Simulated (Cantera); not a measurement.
A closed system holds: 1 mol Si, 23 mol CO2, 1.4 mol CO, held at 450 °C and 2.70 bar.

Method: chemical equilibrium by Gibbs-energy minimisation in Cantera with the NASA 1993 tables (ideal gas, pure condensed phases). Candidate condensed phases: C, Si, SiC, SiO2; 20 gas species. Kinetics and transport are ignored.

Base state: CO2 0.985, CO 0.0153 (mole fractions); condensed: C(graphite) + SiO2(α-quartz).

Q: What changes in the equilibrium state with this change: temperature from 450 °C to 1600 °C?

A: 
```csv
species,before,after
CO2,0.985,0.861
CO,0.0153,0.139
"C(graphite), mol",1.52,0
"SiO2(α-quartz), mol",1.00,0
"SiO2(condensed), mol",0,1.000
```
The tables hold silica as quartz up to 1696 K and as liquid above; real silica turns to tridymite and cristobalite and melts near 1996 K.

Q: What changes in the equilibrium state with this change: temperature from 450 °C to 727 °C?

A: 
```
species              before  after
-------------------  ------  -----
CO2                   0.985  0.861
CO                   0.0153  0.139
C(graphite), mol       1.52      0
SiO2(α-quartz), mol    1.00      0
SiO2(β-quartz), mol       0   1.00
```
